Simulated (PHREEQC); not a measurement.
Model water analysis in mg/kgw, 25 °C, pH 2.56, pe 13: Na 14.4; K 25.5; Ca 186; Mg 23.5; Cl 142; S(6) as SO4 673; Cu(2) 0.0893; F 0.455.

Valence states are taken as typed.

Equilibrium calculation in PHREEQC: ion-association model, phreeqc.dat.

| quantity | before | after |
|---|---|---|
| ionic strength (mol/kgw) | 0.0230 | 0.0377 |
| SO4-2 (mol/kgw) | 0.00485 | 0.00401 |
| Ca+2 (mol/kgw) | 0.00362 | 0.0118 |
| HSO4- (mol/kgw) | 0.000849 | 0.000640 |
| Mg+2 (mol/kgw) | 0.000706 | 0.000779 |
| HF (mol/kgw) | 1.86e-5 | 1.84e-5 |
| SI of Gypsum (CaSO4:2H2O) | -0.67 | -0.34 |
| SI of Fluorite (CaF2) | -2.78 | -2.32 |

Q: Which change was made?
A) Ca from 186 to 558 mg/kgw
B) all concentrations times 4 at the same typed pH
C) Cu(2) from 0.0893 to 0.179 mg/kgw

A: A, Ca from 186 to 558 mg/kgw

No solid was allowed to form.
